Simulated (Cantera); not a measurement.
## Catalytic combustion on Pt

An isothermal plug-flow reactor at 575 K and 1.00 atm (inlet), inlet velocity 0.1 m/s, active area per volume 450 1/m; feed H2 : O2 : N2 = 0.0062 : 0.18 : 0.79 (molar parts).

Computed with Cantera and Deutschmann's 1995 Pt surface mechanism with GRI-Mech 3.0 gas chemistry. Catalytic surfaces can have several steady states; this one follows from the mechanism file's or the stated starting coverage. Mass transfer to the wall is taken as infinitely fast.

```
z (m)        x H2   x O2    x H2O  θ free Pt   θ O*     θ OH*
-------  --------  -----  -------  ---------  -----  --------
0.00043   0.00155  0.182  0.00482     0.0136  0.982   0.00466
0.00093  0.000820  0.182  0.00555    0.00721  0.989   0.00356
0.002    0.000408  0.182  0.00596    0.00361  0.994   0.00258
0.0043   0.000195  0.182  0.00618    0.00176  0.996   0.00182
0.0093    8.84e-5  0.182  0.00628   0.000881  0.998   0.00130
0.02      3.61e-5  0.182  0.00634   0.000502  0.999  0.000982
0.043     1.07e-5  0.182  0.00636   0.000355  0.999  0.000827
```
x: gas mole fraction; θ: surface coverage.
